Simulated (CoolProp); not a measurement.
Vapour-liquid equilibrium of CHF3 (R23) (1) + R152A (2) at 262.5 K; x and y are mole fractions of (1).

Values from CoolProp's multi-fluid Helmholtz-energy mixture model, Penoncello 2003 and Outcalt 1996; pair parameters Bell 2016.

```json
[
 {"x": "0.05", "bubble pressure (bar)": "2.408", "y at the bubble point": "0.286", "dew pressure at overall composition x (bar)": "1.856", "liquid density (mol/L)": "14.99"},
 {"x": "0.2", "bubble pressure (bar)": "4.458", "y at the bubble point": "0.654", "dew pressure at overall composition x (bar)": "2.174", "liquid density (mol/L)": "15.32"},
 {"x": "0.35", "bubble pressure (bar)": "6.697", "y at the bubble point": "0.800", "dew pressure at overall composition x (bar)": "2.619", "liquid density (mol/L)": "15.62"},
 {"x": "0.5", "bubble pressure (bar)": "9.103", "y at the bubble point": "0.878", "dew pressure at overall composition x (bar)": "3.291", "liquid density (mol/L)": "15.88"},
 {"x": "0.65", "bubble pressure (bar)": "11.67", "y at the bubble point": "0.927", "dew pressure at overall composition x (bar)": "4.419", "liquid density (mol/L)": "16.07"},
 {"x": "0.8", "bubble pressure (bar)": "14.40", "y at the bubble point": "0.962", "dew pressure at overall composition x (bar)": "6.700", "liquid density (mol/L)": "16.13"},
 {"x": "0.95", "bubble pressure (bar)": "17.40", "y at the bubble point": "0.991", "dew pressure at overall composition x (bar)": "13.35", "liquid density (mol/L)": "15.98"}
]
```

No azeotrope shows between x = 0.05 and 0.95.

The pair parameters rest on a limited set of measurements; away from them the model extrapolates.
